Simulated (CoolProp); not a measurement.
Saturation properties of sulfur hexafluoride (Tc = 318.7 K, pc = 37.55 bar, ω = 0.210).

Computed with CoolProp (reference Helmholtz-energy equation of state, Guder 2009).

```tsv
T (K)	p (bar)	vapour density (kg/m³)	surface tension (mN/m)
254.8	7.268	59.46	6.95
258.8	8.238	67.51	6.40
262.7	9.272	76.25	5.88
266.6	10.40	85.96	5.36
270.5	11.63	96.77	4.85
274.4	12.95	108.8	4.36
278.4	14.43	122.7	3.86
282.3	15.99	137.8	3.39
286.2	17.67	154.9	2.93
290.1	19.47	174.4	2.49
294.1	21.46	197.3	2.05
298	23.55	223.3	1.65
301.9	25.79	254.1	1.26
```

Surface tension comes from a separate correlation (Mulero 2012).
